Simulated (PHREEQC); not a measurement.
A solution holds 0.052 mol/kgw NH4HF2 and 0.028 mol/kgw (NH4)2SiF6, at 20 °C. Closed to the air; pH follows from the charge balance.

The numbers come from PHREEQC with the ion-association model, phreeqc.dat.

- pH: 3.02
- ionic strength: 0.137 mol/kgw
- density: 1.002 g/cm³
- total alkalinity: -164 meq/kg

```csv
species,molality,activity,log γ
NH4+,0.108,0.0776,-0.144
F-,0.0459,0.0339,-0.131
HF,0.0435,0.0449,0.014
SiF6-2,0.0280,0.00957,-0.466
HF2-,0.00731,0.00560,-0.116
H+,0.00119,0.000966,-0.090
NH3,3.10e-8,3.20e-8,0.014
```

This is a speciation only: nothing precipitates in the calculation. SiF6-2 is the database's only silicon fluoride.
